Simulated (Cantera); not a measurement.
An isothermal, constant-pressure homogeneous reactor starts with N₂O : O₂ : H₂O = 1 : 0.27 : 0.0057 (molar parts), at 1023 K and 750 Torr.

Cantera simulation using GRI-Mech 3.0 (53 species, 325 reactions); the numbers are that mechanism's predictions, not measurements. GRI-Mech 3.0 was tuned for natural gas; its chemistry of N2O as a main component is partial and can be far from experiment. The mechanism lacks the step 2 NO + O2 → 2 NO2, which can matter for NO2 below about 1400 K. The temperature is held fixed by assumption; the heat of reaction is taken as removed at once.

Question: Predict: x(N₂O) at 30.0 s; x(O₂) at 30.0 s; x(NO₂) at 30.0 s; x(NO) at 30.0 s; x(O) at 30.0 s.

Answer: x(N₂O) at 30.0 s: 0.513 (gas-phase equilibrium 3.32e-9)
x(O₂) at 30.0 s: 0.285 (gas-phase equilibrium 0.434)
x(NO₂) at 30.0 s: 0.000220 (gas-phase equilibrium 3.22e-6)
x(NO) at 30.0 s: 0.00740 (gas-phase equilibrium 4.89e-5)
x(O) at 30.0 s: 4.76e-8 (gas-phase equilibrium 2.06e-10)
